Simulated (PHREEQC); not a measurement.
Metal-bearing waste water (model solution)

A solution holds 0.14 mol/kgw ZnSO4, 0.0032 mol/kgw ZnCl2, 0.19 mol/kgw HCl and 0.24 mol/kgw NaCl, at 25 °C. Closed to the air; pH follows from the charge balance.

Computed with PHREEQC (ion-association model, wateq4f.dat).

| Property | Result |
|---|---|
| pH | 1.05 |
| ionic strength | 0.676 mol/kgw |
| activity of water | 0.983 |
| total alkalinity | -190 meq/kg |

```json
[
 {"species": "Cl-", "molality": "0.401", "activity": "0.250", "log γ": "-0.205"},
 {"species": "Na+", "molality": "0.233", "activity": "0.165", "log γ": "-0.151"},
 {"species": "H+", "molality": "0.117", "activity": "0.0884", "log γ": "-0.122"},
 {"species": "Zn+2", "molality": "0.0895", "activity": "0.0205", "log γ": "-0.640"},
 {"species": "HSO4-", "molality": "0.0729", "activity": "0.0472", "log γ": "-0.189"},
 {"species": "SO4-2", "molality": "0.0302", "activity": "0.00549", "log γ": "-0.741"},
 {"species": "ZnSO4", "molality": "0.0226", "activity": "0.0264", "log γ": "0.068"},
 {"species": "ZnCl+", "molality": "0.0219", "activity": "0.0138", "log γ": "-0.202"},
 {"species": "NaSO4-", "molality": "0.00672", "activity": "0.00453", "log γ": "-0.171"},
 {"species": "Zn(SO4)2-2", "molality": "0.00378", "activity": "0.00118", "log γ": "-0.507"}
]
```

No solid was allowed to form. Species that the database lacks are ignored.
